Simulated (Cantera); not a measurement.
Gas mixture: 50.0 % CO, 50.0 % CH₃OH, at 0.340 bar, frozen composition.

Cantera's kinetic-theory transport with the Lennard-Jones parameters of GRI-Mech 3.0, ideal gas; thermal conductivity in the mixture-averaged form. Polar gases are described roughly by these parameters.

One state of this run: ρ (kg/m³) = 0.153; cp (J/kg/K) = 1860; μ (µPa s) = 29.9; λ (mW/m/K) = 69.5; Pr = 0.800; D (cm²/s) H₂ = 11.1; D (cm²/s) CO₂ = 2.33; D (cm²/s) OH = 4.56. D: mixture-averaged diffusion coefficient of that species in the mixture.

Question: Which value of T (K) does it belong to?
(A) 900
(B) 400
(C) 800
(D) 500

Answer: C, 800
